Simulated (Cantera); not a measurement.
Input (Python, Cantera):

```python
import numpy as np
import cantera as ct

gas = ct.Solution("gri30.yaml")
gas.TPX = 2050, 34000, {'CH4': 1, 'H2O': 0.6, 'H2': 0.66}
reactor = ct.IdealGasConstPressureReactor(gas, energy="off", clone=False)
net = ct.ReactorNet([reactor])
net.rtol, net.atol = 1e-08, 1e-18
show = ['CH4', 'H2O', 'H2', 'C2H6', 'H2O2', 'C2H']
times = np.geomspace(3e-05, 2, 13)

steps = ct.SolutionArray(gas, extra=["t"])
rows = []
print(f"{'t/s':>10s}{'T/K':>9s}{'P/Pa':>11s}" + "".join(f"{s:>11s}" for s in show))
for t in times:
    while net.time < t:
        t_next = net.step()
        steps.append(gas.state, t=t_next)
    rows.append([np.interp(t, steps.t, y) for y in (steps.T, steps.P, *steps(*show).X.T)])
    print(f"{t:10.3e}{rows[-1][0]:9.1f}{rows[-1][1]:11.4g}" + "".join(f"{x:11.3e}" for x in rows[-1][2:]))
rate = np.gradient(steps.T, steps.t)
print("integrator steps:", len(steps.t))
if steps.T.max() > steps.T[0] + 200:
    print(f"time of steepest temperature rise: {steps.t[rate.argmax()]:.4e} s")
gas.TPX = 2050, 34000, {'CH4': 1, 'H2O': 0.6, 'H2': 0.66}
gas.equilibrate("TP")
print(f"equilibrium (TP): T = {gas.T:.1f} K  " + "  ".join(f"{s} {gas[s].X[0]:.3e}" for s in show))
```

Result:

```
       t/s      T/K       P/Pa        CH4        H2O         H2       C2H6       H2O2        C2H
 3.000e-05   2050.0    3.4e+04  4.058e-01  2.612e-01  3.092e-01  6.032e-04  1.935e-11  4.682e-08
 7.570e-05   2050.0    3.4e+04  3.031e-01  2.444e-01  3.876e-01  9.514e-04  4.536e-11  1.889e-06
 1.910e-04   2050.0    3.4e+04  1.670e-01  2.140e-01  5.124e-01  3.286e-04  3.898e-11  6.990e-06
 4.821e-04   2050.0    3.4e+04  7.852e-02  1.915e-01  5.955e-01  7.997e-05  3.457e-11  1.047e-05
 1.216e-03   2050.0    3.4e+04  3.280e-02  1.728e-01  6.431e-01  1.588e-05  3.295e-11  1.256e-05
 3.070e-03   2050.0    3.4e+04  1.586e-02  1.486e-01  6.730e-01  4.082e-06  2.766e-11  1.292e-05
 7.746e-03   2050.0    3.4e+04  1.139e-02  1.109e-01  7.033e-01  2.079e-06  1.531e-11  1.101e-05
 1.955e-02   2050.0    3.4e+04  8.135e-03  6.400e-02  7.388e-01  1.016e-06  4.887e-12  8.334e-06
 4.932e-02   2050.0    3.4e+04  4.729e-03  2.431e-02  7.691e-01  3.348e-07  6.864e-13  6.180e-06
 1.245e-01   2050.0    3.4e+04  2.021e-03  4.017e-03  7.853e-01  6.226e-08  1.858e-14  5.150e-06
 3.141e-01   2050.0    3.4e+04  7.021e-04  7.653e-05  7.890e-01  9.435e-09  6.748e-18  4.993e-06
 7.926e-01   2050.0    3.4e+04  6.151e-04  5.104e-07  7.891e-01  7.756e-09  3.026e-22  4.994e-06
 2.000e+00   2050.0    3.4e+04  6.151e-04  5.063e-07  7.891e-01  7.756e-09  2.977e-22  4.994e-06
integrator steps: 1615
equilibrium (TP): T = 2050.0 K  CH4 6.153e-04  H2O 5.076e-07  H2 7.891e-01  C2H6 7.758e-09  H2O2 2.993e-22  C2H 4.994e-06
```

Computed with Cantera and GRI-Mech 3.0 (53 species, 325 reactions). GRI-Mech 3.0 stops at C3 and has no aromatics, soot or wall deposition, so with more carbon than oxygen in the feed, carbon stays in small species such as C2H2 where larger ones or solid carbon would form.
